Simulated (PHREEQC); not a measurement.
1 kg of water holding 0.59 mol KCl, 0.0033 mol CaSO4 and 0.0043 mol NaCl is evaporated at 20 °C; the solids stay in contact with the brine. No CO2 enters from the air. The run lets Arcanite, Glaserite, Glauberite, Gypsum, Anhydrite, Halite, Mirabilite, Misenite, Portlandite, Sylvite, Syngenite, Thenardite precipitate or redissolve, and no other solid.

The series has 28 steps of water left (kg), from 1 to 0.004909.

All values are PHREEQC results (Pitzer model, pitzer.dat), not measurements.

Question: Which solids form, in which order, and at which step of the series does each first stand?

Answer: Sylvite from water left = 0.1156 kg; Gypsum from water left = 0.02928 kg.
